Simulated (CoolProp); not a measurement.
Carbon monoxide at 78 K and 0.0165 MPa is compressed adiabatically to 0.0307 MPa with isentropic efficiency 0.7. Each further row changes one setting.

Values from CoolProp's reference Helmholtz-energy equation of state, Lemmon 2006. It is a short technical equation, of lower accuracy than the large ones.

| case | work (kJ/kg) | final temperature (K) | final density (kg/m³) |
|---|---|---|---|
| as stated | … | … | … |
| efficiency 1 | … | 93.2 | 1.12 |
| efficiency 0.65 | 24.0 | … | … |

What belongs in the gaps?


- as stated, work (kJ/kg): 22.3
- as stated, final temperature (K): 99.5
- as stated, final density (kg/m³): 1.05
- efficiency 1, work (kJ/kg): 15.6
- efficiency 0.65, final temperature (K): 101.2
- efficiency 0.65, final density (kg/m³): 1.03
